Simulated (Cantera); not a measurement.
NO annealing gas

A perfectly stirred reactor is fed with NO : N2 = 1 : 0.12 (molar parts), at 1.30 bar; it is held at 1600 K, and followed from long to short residence time.

Model: GRI-Mech 3.0 (53 species, 325 reactions), integrated in Cantera.

```tsv
τ (s)	x NO	x NO2	x N2O	x O	x N2	x O2
2.4	0.775	0.00191	0.000219	3.27e-6	0.166	0.0574
1.1	0.831	0.00154	0.000252	2.48e-6	0.138	0.0298
0.55	0.860	0.00123	0.000268	1.95e-6	0.123	0.0156
0.27	0.876	0.000989	0.000274	1.56e-6	0.115	0.00770
0.13	0.884	0.000813	0.000271	1.30e-6	0.111	0.00355
0.062	0.889	0.000679	0.000255	1.11e-6	0.109	0.00150
0.030	0.891	0.000555	0.000225	9.34e-7	0.108	0.000566
0.014	0.892	0.000400	0.000178	7.20e-7	0.107	0.000158
0.0069	0.892	0.000245	0.000126	5.00e-7	0.107	3.44e-5
0.0033	0.893	0.000122	7.77e-5	3.16e-7	0.107	5.35e-6
0.0016	0.893	5.68e-5	4.36e-5	2.13e-7	0.107	8.47e-7
```
x: mole fraction; the columns are a selection and need not sum to one.
